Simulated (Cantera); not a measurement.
Cantera with NASA thermochemical tables; ideal gases at 1 bar, condensed phases pure. Values are per mole of reaction as written; species without (g) are pure solids or liquids, kept so even where they would boil at 1 bar. The tables' values for SiF2 are old estimates.

### Question
Between 1773 and 1873 K, where is each reaction favourable under standard conditions?
- SiF4(g) + Si(g) → 2 SiF2(g)

### Answer
- SiF4(g) + Si(g) → 2 SiF2(g): ΔG° is -106 kJ at 1773 K and -110 kJ at 1873 K; it stays negative (K > 1). ΔH° is -28 kJ and ΔS° 44 J/K at 1873 K.
